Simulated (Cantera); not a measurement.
Source: NASA polynomial tables (part measured, part estimated), evaluated in Cantera. Values are per mole of reaction as written; species without (g) are pure solids or liquids, kept so even where they would boil at 1 bar.

0.6667 Cr + O₂(g) → 0.6667 CrO₃(g)

| T (K) | ΔH° (kJ) | ΔS° (J/K) | ΔG° (kJ) | log10 K |
|---|---|---|---|---|
| 1025 | -197.5 | -47.7 | -148.6 | 7.57 |
| 1075 | -197.7 | -47.9 | -146.2 | 7.10 |
| 1125 | -198.0 | -48.1 | -143.8 | 6.68 |
| 1175 | -198.2 | -48.4 | -141.4 | 6.29 |
| 1225 | ___ | ___ | ___ | ___ |
| 1275 | -198.8 | -48.9 | -136.5 | 5.59 |
| 1325 | ___ | ___ | ___ | ___ |
| 1375 | -199.6 | -49.4 | -131.6 | 5.00 |
| 1425 | -200.0 | -49.7 | -129.1 | 4.73 |
| 1475 | -200.5 | -50.0 | -126.6 | 4.48 |

Some entries are withheld; supply them.


- 1225, ΔH° (kJ): -198.5
- 1225, ΔS° (J/K): -48.6
- 1225, ΔG° (kJ): -139.0
- 1225, log10 K: 5.93
- 1325, ΔH° (kJ): -199.2
- 1325, ΔS° (J/K): -49.1
- 1325, ΔG° (kJ): -134.1
- 1325, log10 K: 5.29
